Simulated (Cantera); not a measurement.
Feed: 1 mol HMDSO, 14 mol H₂O, 87 mol N₂, 26 mol N₂O, held at 69.0 Pa.

These are equilibrium values from Cantera (NASA tables, ideal gas, pure condensed phases), not measurements of a reactor. Candidate condensed phases: C, C₆H₆, C₇H₈, C₈H₁₈, H₂O, Si, SiC, SiO₂, Si₂N₂O, Si₃N₄; 151 gas species. The feed counts by its element totals alone. The tables hold silica as quartz up to 1696 K and as liquid above; real silica turns to tridymite and cristobalite and melts near 1996 K. Equilibrium is a limit: real reactors are often held back by kinetics, nucleation or transport. All values below are at 1450 °C.

Base state: N₂ 0.788, H₂O 0.158, CO₂ 0.0403, O₂ 0.00792, H₂ 0.00172, CO 0.00154, OH 0.00145, NO 0.000614 (mole fractions); condensed: SiO₂(condensed).

Question: What changes in the equilibrium state with this change: HMDSO replaced by SiF₄?

Answer: 
| species | before | after |
|---|---|---|
| N₂ | 0.788 | 0.794 |
| O₂ | 0.00792 | 0.0898 |
| H₂O | 0.158 | 0.0831 |
| CO₂ | 0.0403 | 0 |
| HF | 0 | 0.0281 |
| CO | 0.00154 | 0 |
| H₂ | 0.00172 | 0.000269 |
| NO | 0.000614 | 0.00208 |
| SiO₂(condensed), mol | 2.00 | 0.999 |
